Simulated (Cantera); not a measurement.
Input: 1 mol Si, 0.89 mol SF6, 18 mol N2, equilibrated at 750 °C and 0.180 bar.

These are equilibrium values from Cantera (NASA tables, ideal gas, pure condensed phases), not measurements of a reactor. Candidate condensed phases: S, Si, Si3N4; 29 gas species. The tables' values for S2F2 (SSF2), SF3, FS2F (FSSF) are old estimates; treat these amounts as uncertain. Rates play no part.

Base state: N2 0.921, SiF4 0.0512, S2F2 (SSF2) 0.0182, SF4 0.00670, SF2 0.00204, SF3 0.000421, FS2F (FSSF) 1.14e-5, SF6 1.08e-5 (mole fractions); condensed: gas only.

What changes in the equilibrium state with this change: temperature from 750 °C to 327 °C?


| species | before | after |
|---|---|---|
| N2 | 0.921 | 0.923 |
| SiF4 | 0.0512 | 0.0513 |
| S2F2 (SSF2) | 0.0182 | 0.0199 |
| SF4 | 0.00670 | 0.00300 |
| SF6 | 1.08e-5 | 0.00282 |
| SF2 | 0.00204 | 9.61e-7 |
| SF3 | 0.000421 | 6.28e-7 |
| FS2F (FSSF) | 1.14e-5 | 5.38e-8 |
The tables' values for S2F2 (SSF2) are old estimates; treat these amounts as uncertain.
